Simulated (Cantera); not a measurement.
Equilibrium for abatement and gas-phase synthesis: CS2 + SO2 + H2

Input: 1 mol CS2, 0.69 mol SO2, a varied amount of H2, at 2298.15 K and 1.00 bar.

Cantera equilibrium calculation (NASA polynomials, part measured and part estimated; ideal gas, pure solids and liquids). Candidate condensed phases: C, C6H6, C7H8, C8H18, H2O, H2SO4, S; 123 gas species. Rates play no part.

From 0.078 mol H2 to 4.5 mol H2 nothing is condensed. The main C-bearing gas is CO throughout.

```csv
n(H2) (mol),log p H2,log p S2,log p CO,log p H2O,log p H2S,log p CO2,log p SH,log p SO,log p SO2,log p S
0.078,-1.86,-0.32,-0.45,-2.06,-2.56,-1.40,-1.99,-1.44,-1.52,-1.92
0.11,-1.70,-0.32,-0.45,-1.91,-2.40,-1.41,-1.91,-1.45,-1.54,-1.92
0.15,-1.56,-0.33,-0.46,-1.78,-2.26,-1.43,-1.84,-1.47,-1.56,-1.92
0.21,-1.40,-0.34,-0.47,-1.64,-2.11,-1.45,-1.77,-1.49,-1.61,-1.93
0.3,-1.24,-0.35,-0.48,-1.51,-1.96,-1.49,-1.69,-1.52,-1.67,-1.94
0.42,-1.10,-0.37,-0.49,-1.40,-1.82,-1.54,-1.63,-1.57,-1.75,-1.94
0.59,-0.95,-0.40,-0.51,-1.30,-1.68,-1.61,-1.57,-1.63,-1.87,-1.96
0.82,-0.81,-0.43,-0.53,-1.23,-1.56,-1.70,-1.52,-1.72,-2.02,-1.97
1.2,-0.66,-0.48,-0.57,-1.18,-1.44,-1.84,-1.47,-1.85,-2.25,-2.00
1.6,-0.56,-0.54,-0.61,-1.17,-1.36,-1.97,-1.44,-1.97,-2.46,-2.03
2.3,-0.44,-0.62,-0.68,-1.19,-1.28,-2.17,-1.43,-2.14,-2.77,-2.07
3.2,-0.35,-0.72,-0.75,-1.23,-1.24,-2.38,-1.43,-2.32,-3.09,-2.12
4.5,-0.27,-0.83,-0.84,-1.30,-1.22,-2.61,-1.45,-2.53,-3.44,-2.17
```
log p: log10 of the partial pressure in bar; nothing condenses.
